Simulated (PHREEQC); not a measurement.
A solution holds 59 mmol/kgw CdSO4, at 25 °C. It is in equilibrium with CO2 at log p = 0 (atm). Otherwise closed; pH follows from the charge balance.

The numbers come from PHREEQC with the ion-association model, phreeqc.dat.

This is a speciation only: nothing precipitates in the calculation.

Problem. Order these Cd species by the share of Cd that they hold, largest first: Cd(SO4)2-2, CdHCO3+, Cd+2, CdSO4.

Solution. Cd+2 (49 %), CdSO4 (40 %), Cd(SO4)2-2 (10 %), CdHCO3+ (0.10 %)

The pH is 3.97 and the ionic strength 0.117 mol/kgw. Species that the database lacks are ignored.
